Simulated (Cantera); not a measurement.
What does this Cantera script print?

```python
import numpy as np
import cantera as ct

gas = ct.Solution("gri30.yaml")
gas.TPX = 1100, 2000, {'H2': 0.017, 'O2': 1}
reactor = ct.IdealGasConstPressureReactor(gas, energy="off", clone=False)
net = ct.ReactorNet([reactor])
net.rtol, net.atol = 1e-08, 1e-18
show = ['H2', 'O2', 'O', 'H', 'H2O']
times = np.geomspace(3e-05, 30, 11)

steps = ct.SolutionArray(gas, extra=["t"])
rows = []
print(f"{'t/s':>10s}{'T/K':>9s}{'P/Pa':>11s}" + "".join(f"{s:>11s}" for s in show))
for t in times:
    while net.time < t:
        t_next = net.step()
        steps.append(gas.state, t=t_next)
    rows.append([np.interp(t, steps.t, y) for y in (steps.T, steps.P, *steps(*show).X.T)])
    print(f"{t:10.3e}{rows[-1][0]:9.1f}{rows[-1][1]:11.4g}" + "".join(f"{x:11.3e}" for x in rows[-1][2:]))
rate = np.gradient(steps.T, steps.t)
print("integrator steps:", len(steps.t))
if steps.T.max() > steps.T[0] + 200:
    print(f"time of steepest temperature rise: {steps.t[rate.argmax()]:.4e} s")
gas.TPX = 1100, 2000, {'H2': 0.017, 'O2': 1}
gas.equilibrate("TP")
print(f"equilibrium (TP): T = {gas.T:.1f} K  " + "  ".join(f"{s} {gas[s].X[0]:.3e}" for s in show))
```

Output:

```
       t/s      T/K       P/Pa         H2         O2          O          H        H2O
 3.000e-05   1100.0       2000  1.672e-02  9.833e-01  2.247e-11  6.491e-11  1.476e-12
 1.194e-04   1100.0       2000  1.672e-02  9.833e-01  2.373e-10  1.648e-10  6.134e-11
 4.755e-04   1100.0       2000  1.672e-02  9.833e-01  2.653e-09  7.101e-10  2.024e-09
 1.893e-03   1100.0       2000  1.672e-02  9.833e-01  3.375e-07  7.114e-08  4.070e-07
 7.536e-03   1100.0       2000  6.438e-04  9.711e-01  1.050e-02  1.860e-03  1.444e-02
 3.000e-02   1100.0       2000  6.502e-05  9.766e-01  6.040e-03  4.617e-04  1.618e-02
 1.194e-01   1100.0       2000  1.324e-05  9.817e-01  1.243e-03  4.279e-05  1.667e-02
 4.755e-01   1100.0       2000  1.260e-06  9.830e-01  1.233e-04  1.340e-06  1.681e-02
 1.893e+00   1100.0       2000  1.115e-07  9.831e-01  1.140e-05  3.788e-08  1.684e-02
 7.536e+00   1100.0       2000  1.348e-08  9.831e-01  1.430e-06  1.686e-09  1.685e-02
 3.000e+01   1100.0       2000  2.256e-09  9.831e-01  2.452e-07  1.197e-10  1.685e-02
integrator steps: 1949
equilibrium (TP): T = 1100.0 K  H2 1.595e-10  O2 9.831e-01  O 1.761e-08  H 2.324e-12  H2O 1.686e-02
```

Cantera simulation using GRI-Mech 3.0 (53 species, 325 reactions); the numbers are that mechanism's predictions, not measurements. Radical loss at walls, strong at low pressure, is not modelled.
